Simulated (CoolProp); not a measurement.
Model: reference Helmholtz-energy equation of state, Lemmon 2006, in CoolProp. It is a short technical equation, of lower accuracy than the large ones.

Problem. For hydrogen sulfide, give the phase and the cv (kJ/(kg K)) at 270.95 °C and 0.285 MPa; 270.95 °C and 17.4 MPa.

Solution. 
- 270.95 °C and 0.285 MPa: gas; cv 0.872
- 270.95 °C and 17.4 MPa: supercritical; cv 0.949
